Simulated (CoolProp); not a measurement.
Saturation properties of R236FA.

Values from CoolProp's reference Helmholtz-energy equation of state, Pan 2012.

```
T (K)  p (kPa)  liquid density (kg/m³)  vapour density (kg/m³)  vapour viscosity (µPa s)  liquid conductivity (mW/(m K))
-----  -------  ----------------------  ----------------------  ------------------------  ------------------------------
211.2    3.248                    1622                  0.2822                      7.73                             101
224.3    8.339                    1586                  0.6849                      8.21                            96.5
237.4    18.84                    1548                   1.471                      8.70                               ?
250.5    38.32                    1510                   2.864                      9.17                            87.6
263.6    71.54                    1471                   5.150                      9.64                            83.5
276.7    124.4                    1430                   8.688                      10.1                            79.4
289.8    203.8                    1388                   13.92                      10.6                            75.5
303      318.8                    1343                   21.47                      11.0                            71.7
316.1    476.5                    1296                   31.95                         ?                            68.0
329.2    687.4                    1244                   46.42                      12.0                               ?
342.3        ?                    1188                   66.36                      12.7                            60.6
```

### Question
What belongs in the gaps?

### Answer

- 237.4, liquid conductivity (mW/(m K)): 91.9
- 316.1, vapour viscosity (µPa s): 11.5
- 329.2, liquid conductivity (mW/(m K)): 64.3
- 342.3, p (kPa): 962.3

It boils at 271.7 K under 1 atm.

Viscosity comes from a separate model (Huber 2003), an estimate that may be off by 10 % or more. Thermal conductivity comes from a separate model (Huber 2003), an estimate that may be off by 10 % or more.
